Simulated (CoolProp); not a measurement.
R21 along the isobar 2.77 MPa: fugacity coefficient from the reference equation and from simpler models built on Tc = 179.6 °C, pc = 5.289 MPa, ω = 0.206; each cubic takes its own stable root.

Model: reference Helmholtz-energy equation of state, Platzer 1990, in CoolProp. This equation is an older, rougher fit; its heat capacities, sound speeds and derivatives of the liquid may be far off and weren't checked against measurements.

```json
[
 {"T (°C)": "-8.65", "phase": "liquid", "reference": "0.01880", "van der Waals": "0.1483", "Redlich-Kwong": "0.03157"},
 {"T (°C)": "11.25", "phase": "liquid", "reference": "0.04193", "van der Waals": "0.2161", "Redlich-Kwong": "0.06533"},
 {"T (°C)": "31.15", "phase": "liquid", "reference": "0.08208", "van der Waals": "0.2984", "Redlich-Kwong": "0.1192"},
 {"T (°C)": "51.05", "phase": "liquid", "reference": "0.1446", "van der Waals": "0.3946", "Redlich-Kwong": "0.1970"},
 {"T (°C)": "70.95", "phase": "liquid", "reference": "0.2339", "van der Waals": "0.5029", "Redlich-Kwong": "0.3003"},
 {"T (°C)": "90.85", "phase": "liquid", "reference": "0.3523", "van der Waals": "0.6212", "Redlich-Kwong": "0.4285"},
 {"T (°C)": "110.75", "phase": "liquid", "reference": "0.4998", "van der Waals": "0.7462", "Redlich-Kwong": "0.5783"},
 {"T (°C)": "130.65", "phase": "liquid", "reference": "0.6736", "van der Waals": "0.7947", "Redlich-Kwong": "0.7435"},
 {"T (°C)": "150.55", "phase": "gas", "reference": "0.7782", "van der Waals": "0.8179", "Redlich-Kwong": "0.7890"},
 {"T (°C)": "170.45", "phase": "gas", "reference": "0.8123", "van der Waals": "0.8375", "Redlich-Kwong": "0.8157"}
]
```

At some of these states van der Waals gives the other phase, because its saturation line lies elsewhere.
